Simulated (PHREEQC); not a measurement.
Make-up at 40 °C: 0.74 mol HCl, 0.00071 mol CuSO4 and 0.59 mol Na2SO4 per kg of water. Closed to the air; pH follows from the charge balance.

Model: ion-association model, phreeqc.dat, run in PHREEQC.

Task: The ionic strength comes out as 1.52 mol/kgw. What activity coefficients do Cu+2, CuCl+, NaSO4-, Cl-, Na+ get?

Result: Cu+2 0.18, CuCl+ 0.57, NaSO4- 0.63, Cl- 0.58, Na+ 0.76.

Precipitation was switched off in this run. Caution: at this ionic strength the ion-association model is outside its range; a Pitzer model would be the better tool where its parameters exist. Complexes and solids missing from the database can't appear. At this temperature some constants are extrapolated from 25 °C, and those without enthalpy data are left unchanged.
